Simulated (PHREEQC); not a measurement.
Solution (89 °C): 83 mmol/kgw KHCO3 and 22 mmol/kgw Na2CO3. Closed to the air; pH follows from the charge balance.

Model: ion-association model, phreeqc.dat, run in PHREEQC.

```json
[
 {"quantity": "pH", "before": "8.66", "after": "8.83"},
 {"quantity": "Na+ (mol/kgw)", "before": "0.0279", "after": "0.0152"},
 {"quantity": "NaCO3- (mol/kgw)", "before": "0.0156", "after": "0.00668"},
 {"quantity": "CO3-2 (mol/kgw)", "before": "0.00648", "after": "0.00411"}
]
```

What was changed between the two runs?
(A) Na2CO3 from 0.022 to 0.0044 mol/kgw
(B) Na2CO3 replaced by NaHCO3 at the same molality
(C) diluted 2-fold with water

C, diluted 2-fold with water

Precipitation was switched off in this run. Constants without temperature data keep their 25 °C values here.
